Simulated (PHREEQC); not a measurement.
## Reverse-osmosis permeate: speciation

Synthetic water in mg/L, 25 °C, pH 5.74, pe -1.7:

```json
[
 {"constituent": "Na", "mg/L": "0.0717"},
 {"constituent": "K", "mg/L": "0.24"},
 {"constituent": "Ca", "mg/L": "1.56"},
 {"constituent": "Mg", "mg/L": "0.233"},
 {"constituent": "Cl", "mg/L": "2.2"},
 {"constituent": "S(6) as SO4", "mg/L": "0.0951"},
 {"constituent": "Alkalinity as HCO3", "mg/L": "1.35"},
 {"constituent": "Ba", "mg/L": "0.367"}
]
```

Valence states are taken as typed.

Model: ion-association model, phreeqc.dat, run in PHREEQC.

No solid was allowed to form.

Question: Estimate the charge-balance error.

Answer: charge-balance error 12.6 %.

Question: In which forms is C present?

Answer: CO2 80 %, HCO3- 20 % of the C.

Species that the database lacks are ignored.
